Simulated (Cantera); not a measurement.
**Premixed flame**

A freely propagating, adiabatic, planar premixed flame of 9.25 % CH₄, 19.1 % O₂, 71.7 % N₂, unburnt at 575 K and 113 Torr; multicomponent transport, grid criteria slope 0.08 and curve 0.16, no radiation.

Computed with Cantera and GRI-Mech 3.0 (53 species, 325 reactions). Burning velocities carry a grid error of a few per cent, more on coarse grids.

| z (mm) | T (K) | u (m/s) | x CH₄ | x O₂ | x NO | x CO₂ | x H | x CO |
|---|---|---|---|---|---|---|---|---|
| -5.43 | 575 | 1.69 | 0.0925 | 0.190 | <1e-8 | <1e-8 | <1e-8 | 2.91e-7 |
| -3.62 | 576 | 1.69 | 0.0923 | 0.190 | <1e-8 | 2.84e-7 | 1.39e-7 | 7.05e-6 |
| -2.72 | 579 | 1.70 | 0.0919 | 0.190 | <1e-8 | 3.32e-6 | 1.93e-6 | 5.77e-5 |
| -1.81 | 614 | 1.82 | 0.0895 | 0.186 | 4.31e-8 | 8.54e-5 | 3.65e-5 | 0.000845 |
| -0.905 | 917 | 2.76 | 0.0695 | 0.163 | 6.46e-7 | 0.00201 | 0.000584 | 0.0115 |
| -0.453 | 1298 | 3.96 | 0.0400 | 0.125 | 1.92e-6 | 0.00692 | 0.00197 | 0.0307 |
| 0 | 1678 | 5.18 | 0.0110 | 0.0780 | 4.65e-6 | 0.0162 | 0.00567 | 0.0525 |
| 0.453 | 1844 | 5.71 | 0.00116 | 0.0478 | 8.34e-6 | 0.0276 | 0.0104 | 0.0560 |
| 0.905 | 1878 | 5.81 | 6.35e-5 | 0.0359 | 1.09e-5 | 0.0375 | 0.0134 | 0.0489 |
| 1.81 | 1900 | 5.85 | 1.64e-7 | 0.0297 | 1.30e-5 | 0.0492 | 0.0154 | 0.0383 |
| 3.62 | 1924 | 5.90 | <1e-8 | 0.0274 | 1.53e-5 | 0.0561 | 0.0156 | 0.0320 |
| 7.24 | 1958 | 5.99 | <1e-8 | 0.0261 | 1.95e-5 | 0.0584 | 0.0141 | 0.0300 |
| 14.5 | 2008 | 6.12 | <1e-8 | 0.0247 | 2.83e-5 | 0.0599 | 0.0115 | 0.0289 |
x: mole fraction of selected species; z is measured from the peak of heat release.

```yaml
laminar_burning_velocity: 169 cm/s
thermal_thickness: 1.81 mm
peak x(H): 0.0157
peak x(CO): 0.0570
grid_points: 151
```
